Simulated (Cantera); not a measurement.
A perfectly stirred reactor is fed with 4.27 % CO, 4.06 % H2, 1.79 % CH4, 18.9 % O2, 70.9 % N2, at 120000 Pa; it is adiabatic with a 400 K inlet, and is followed from long to short residence time, starting on the burning branch (τ in s: 0.25, 0.095, 0.036, 0.013, 0.0051, 0.0019, 0.00072, 0.00027, 0.0001, 3.8e-05, 1.5e-05).

Detailed kinetics in Cantera: GRI-Mech 3.0 (53 species, 325 reactions).

Question: Predict: blow-out, bracketed by the residence times tried; x(CO) at τ = 0.250 s; x(H2) at τ = 0.250 s; x(CH4) at τ = 0.250 s; x(NO) at τ = 0.250 s; x(CO) at τ = 1.90 ms; x(H2) at τ = 1.90 ms; x(CH4) at τ = 1.90 ms; x(HCN) at τ = 1.90 ms; x(NO) at τ = 1.90 ms.

Answer: 
```json
{
 "blow_out_bracketed_by_the_residence_times_tried": "burning at 0.720 ms, out at 0.270 ms",
 "x(CO) at τ = 0.250 s": "0.000233",
 "x(H2) at τ = 0.250 s": "3.07e-5",
 "x(CH4) at τ = 0.250 s": "4.90e-6",
 "x(NO) at τ = 0.250 s": "4.05e-6",
 "x(CO) at τ = 1.90 ms": "0.00690",
 "x(H2) at τ = 1.90 ms": "0.000832",
 "x(CH4) at τ = 1.90 ms": "0.000123",
 "x(HCN) at τ = 1.90 ms": "1.32e-9",
 "x(NO) at τ = 1.90 ms": "1.42e-6"
}
```
